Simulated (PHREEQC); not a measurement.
Na2S is added in steps, without added water, to 1 kg of water holding 0.00057 mol Ca(OH)2, 0.021 mol MnCl2 and 0.022 mol NH4HS, at 28 °C. No oxygen is let in. The system is closed to CO2. Only these solids could form: Portlandite, Pyrochroite, MnS(Green), Halite.

Base run: PHREEQC, ion-association model, wateq4f.dat. Each further column changes one thing. The table gives Mn in solution (mol/kgw).

```json
[
 {"Na2S added (mol)": "0", "base": "0.0186", "all activity coefficients set to 1": "0.0165", "Debye-Hückel limiting law": "0.0196", "metal-ligand complexes left out": "___", "Davies equation for every ion": "___"},
 {"Na2S added (mol)": "0.00525", "base": "0.0138", "all activity coefficients set to 1": "0.0119", "Debye-Hückel limiting law": "0.0147", "metal-ligand complexes left out": "___", "Davies equation for every ion": "0.0139"},
 {"Na2S added (mol)": "0.0105", "base": "0.00929", "all activity coefficients set to 1": "0.00755", "Debye-Hückel limiting law": "0.0101", "metal-ligand complexes left out": "0.00919", "Davies equation for every ion": "0.00935"},
 {"Na2S added (mol)": "0.01575", "base": "0.00516", "all activity coefficients set to 1": "0.00369", "Debye-Hückel limiting law": "0.00595", "metal-ligand complexes left out": "0.00506", "Davies equation for every ion": "0.00522"},
 {"Na2S added (mol)": "0.021", "base": "0.00212", "all activity coefficients set to 1": "0.00112", "Debye-Hückel limiting law": "0.00277", "metal-ligand complexes left out": "0.00203", "Davies equation for every ion": "0.00217"},
 {"Na2S added (mol)": "0.02625", "base": "0.000739", "all activity coefficients set to 1": "0.000307", "Debye-Hückel limiting law": "0.00111", "metal-ligand complexes left out": "0.000695", "Davies equation for every ion": "0.000769"},
 {"Na2S added (mol)": "0.0315", "base": "0.000272", "all activity coefficients set to 1": "0.000105", "Debye-Hückel limiting law": "0.000437", "metal-ligand complexes left out": "0.000255", "Davies equation for every ion": "___"},
 {"Na2S added (mol)": "0.03675", "base": "9.21e-5", "all activity coefficients set to 1": "3.52e-5", "Debye-Hückel limiting law": "0.000153", "metal-ligand complexes left out": "8.65e-5", "Davies equation for every ion": "9.59e-5"},
 {"Na2S added (mol)": "0.042", "base": "4.89e-5", "all activity coefficients set to 1": "1.57e-5", "Debye-Hückel limiting law": "___", "metal-ligand complexes left out": "4.62e-5", "Davies equation for every ion": "5.00e-5"},
 {"Na2S added (mol)": "0.04725", "base": "3.57e-5", "all activity coefficients set to 1": "___", "Debye-Hückel limiting law": "7.03e-5", "metal-ligand complexes left out": "3.38e-5", "Davies equation for every ion": "3.63e-5"},
 {"Na2S added (mol)": "0.0525", "base": "2.76e-5", "all activity coefficients set to 1": "8.44e-6", "Debye-Hückel limiting law": "5.72e-5", "metal-ligand complexes left out": "2.62e-5", "Davies equation for every ion": "2.79e-5"},
 {"Na2S added (mol)": "0.05775", "base": "2.22e-5", "all activity coefficients set to 1": "6.66e-6", "Debye-Hückel limiting law": "___", "metal-ligand complexes left out": "2.11e-5", "Davies equation for every ion": "2.22e-5"},
 {"Na2S added (mol)": "0.063", "base": "6.72e-6", "all activity coefficients set to 1": "2.24e-6", "Debye-Hückel limiting law": "1.65e-5", "metal-ligand complexes left out": "6.46e-6", "Davies equation for every ion": "7.10e-6"}
]
```

Task: Some entries are withheld; supply them.

Result: 
- 0, metal-ligand complexes left out: 0.0185
- 0, Davies equation for every ion: 0.0187
- 0.00525, metal-ligand complexes left out: 0.0137
- 0.0315, Davies equation for every ion: 0.000284
- 0.042, Debye-Hückel limiting law: 9.10e-5
- 0.04725, all activity coefficients set to 1: 1.12e-5
- 0.05775, Debye-Hückel limiting law: 4.85e-5

The polysulfide entries of wateq4f.dat were taken out for this run.
